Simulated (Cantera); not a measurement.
Input (Python, Cantera) and output of one run.

```python
import numpy as np
import cantera as ct

gas_names = [...]  # 123 gases of nasa_gas.yaml made of C, H, O, Si
cond_names = """
    C(gr) C6H6(L) C7H8(L) C8H18(L),n-octa H2O(s) H2O(L) Si(cr) Si(L) SiC(b) SiO2(Lqz) SiO2(hqz) SiO2(L)
""".split()


# ... load() reads the species with a 1 bar reference pressure and builds the phases ...
atoms = {
    'SiH4': {'Si': 1, 'H': 4},
    'CO2': {'C': 1, 'O': 2},
    'H2': {'H': 2},
}
top_T = {'C(gr)': 4500, 'SiC(b)': 3050}  # K; cautious upper limits of use, not melting points


# ... equilibrate(T, P, feed) seeds the gas with the atoms and calls Mixture.equilibrate('TP', solver="vcs", rtol=1e-11, max_steps=5000) ...
results = []
feed = {'SiH4': 1, 'CO2': 1.2, 'H2': 1.3}  # mol
P = 133.322  # Pa
for T in [500, 650, 800, 950, 1100, 1250, 1400, 1550, 1700]:
    mix = equilibrate(T, P, feed)
    results.append((T, P, feed, dict(zip(mix.species_names, mix.species_moles))))
    x = sorted(zip(gas.X, gas.species_names), reverse=True)
    print(f"T = {T:g} K  P = {P:g} Pa  gas = {mix.phase_moles(0):.4g} mol")
    print("   x: " + "  ".join(f"{s} {v:.3e}" for v, s in x if v > 0.001))
    print("   condensed (mol): " + ("  ".join(f"{mix.phase(i).name} {mix.phase_moles(i):.4g}"
          for i in range(1, mix.n_phases) if mix.phase_moles(i) > 1e-12) or "none"))
```

Output:

```
T = 500 K  P = 133.322 Pa  gas = 2.271 mol
   x: CH4 4.579e-01  H2 3.707e-01  H2O 1.667e-01  CO2 4.694e-03
   condensed (mol): C(gr) 0.1493  SiO2(Lqz) 1
T = 650 K  P = 133.322 Pa  gas = 3.346 mol
   x: H2 8.745e-01  H2O 5.864e-02  CH4 2.652e-02  CO2 2.060e-02  CO 1.971e-02
   condensed (mol): C(gr) 0.9764  SiO2(Lqz) 1
T = 800 K  P = 133.322 Pa  gas = 3.679 mol
   x: H2 8.913e-01  CO 1.031e-01  H2O 2.866e-03  CH4 1.424e-03  CO2 1.398e-03
   condensed (mol): C(gr) 0.8104  SiO2(Lqz) 1
T = 950 K  P = 133.322 Pa  gas = 3.699 mol
   x: H2 8.917e-01  CO 1.080e-01
   condensed (mol): C(gr) 0.7999  SiO2(hqz) 1
T = 1100 K  P = 133.322 Pa  gas = 3.7 mol
   x: H2 8.918e-01  CO 1.081e-01
   condensed (mol): C(gr) 0.7999  SiO2(hqz) 1
T = 1250 K  P = 133.322 Pa  gas = 3.824 mol
   x: H2 8.629e-01  CO 1.370e-01
   condensed (mol): C(gr) 0.6141  SiC(b) 0.06186  SiO2(hqz) 0.9378
T = 1400 K  P = 133.322 Pa  gas = 4.286 mol
   x: H2 7.699e-01  CO 2.208e-01  SiO 9.136e-03
   condensed (mol): SiC(b) 0.2536  SiO2(hqz) 0.7072
T = 1550 K  P = 133.322 Pa  gas = 5.302 mol
   x: H2 6.221e-01  CO 2.263e-01  SiO 1.509e-01
   condensed (mol): SiO2(hqz) 0.1999
T = 1700 K  P = 133.322 Pa  gas = 5.313 mol
   x: H2 6.186e-01  CO 2.258e-01  SiO 1.515e-01  H 3.174e-03
   condensed (mol): SiO2(L) 0.195
```

Cantera equilibrium calculation (NASA polynomials, part measured and part estimated; ideal gas, pure solids and liquids). Mutual solubility and eutectic melting of coexisting phases are not modelled. The tables hold silica as quartz up to 1696 K and as liquid above; real silica turns to tridymite and cristobalite and melts near 1996 K.
